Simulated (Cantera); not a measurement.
What does this Cantera script print?

```python
import numpy as np
import cantera as ct

gas = ct.Solution("gri30.yaml")
gas.TPX = 1023, 2666, {'H2': 0.099, 'O2': 1}
reactor = ct.IdealGasConstPressureReactor(gas, energy="off", clone=False)
net = ct.ReactorNet([reactor])
net.rtol, net.atol = 1e-08, 1e-18
show = ['H2', 'O2', 'O', 'H2O2', 'H', 'HO2', 'OH']
times = np.geomspace(3e-05, 200, 10)

steps = ct.SolutionArray(gas, extra=["t"])
rows = []
print(f"{'t/s':>10s}{'T/K':>9s}{'P/Pa':>11s}" + "".join(f"{s:>11s}" for s in show))
for t in times:
    while net.time < t:
        t_next = net.step()
        steps.append(gas.state, t=t_next)
    rows.append([np.interp(t, steps.t, y) for y in (steps.T, steps.P, *steps(*show).X.T)])
    print(f"{t:10.3e}{rows[-1][0]:9.1f}{rows[-1][1]:11.4g}" + "".join(f"{x:11.3e}" for x in rows[-1][2:]))
rate = np.gradient(steps.T, steps.t)
print("integrator steps:", len(steps.t))
if steps.T.max() > steps.T[0] + 200:
    print(f"time of steepest temperature rise: {steps.t[rate.argmax()]:.4e} s")
gas.TPX = 1023, 2666, {'H2': 0.099, 'O2': 1}
gas.equilibrate("TP")
print(f"equilibrium (TP): T = {gas.T:.1f} K  " + "  ".join(f"{s} {gas[s].X[0]:.3e}" for s in show))
```

Result:

```
       t/s      T/K       P/Pa         H2         O2          O       H2O2          H        HO2         OH
 3.000e-05   1023.0       2666  9.008e-02  9.099e-01  1.826e-11  3.228e-15  7.585e-11  8.867e-11  1.451e-11
 1.719e-04   1023.0       2666  9.008e-02  9.099e-01  5.212e-10  1.077e-13  6.182e-10  5.217e-10  2.674e-10
 9.852e-04   1023.0       2666  9.008e-02  9.099e-01  1.302e-06  1.684e-11  1.251e-06  5.328e-08  6.045e-07
 5.646e-03   1023.0       2666  1.509e-03  8.919e-01  1.133e-02  4.443e-07  5.004e-03  1.696e-05  1.950e-03
 3.236e-02   1023.0       2666  4.208e-05  9.052e-01  3.344e-04  2.532e-07  1.944e-05  3.694e-06  2.621e-04
 1.854e-01   1023.0       2666  1.242e-06  9.056e-01  1.276e-05  6.748e-08  1.468e-07  3.038e-07  5.210e-05
 1.063e+00   1023.0       2666  7.172e-08  9.057e-01  1.050e-06  1.392e-08  3.459e-09  3.017e-08  1.497e-05
 6.090e+00   1023.0       2666  7.910e-09  9.057e-01  1.331e-07  2.749e-09  1.554e-10  4.255e-09  5.310e-06
 3.490e+01   1023.0       2666  1.147e-09  9.057e-01  2.031e-08  5.187e-10  9.247e-12  1.101e-09  2.070e-06
 2.000e+02   1023.0       2666  2.054e-10  9.057e-01  3.680e-09  1.048e-10  7.206e-13  1.190e-09  8.802e-07
integrator steps: 1902
equilibrium (TP): T = 1023.0 K  H2 1.044e-10  O2 9.057e-01  O 1.827e-09  H2O2 5.505e-11  H 2.608e-13  HO2 1.567e-09  OH 6.199e-07
```

Detailed kinetics in Cantera: GRI-Mech 3.0 (53 species, 325 reactions). Radical loss at walls, strong at low pressure, is not modelled. The temperature is held fixed by assumption; the heat of reaction is taken as removed at once.
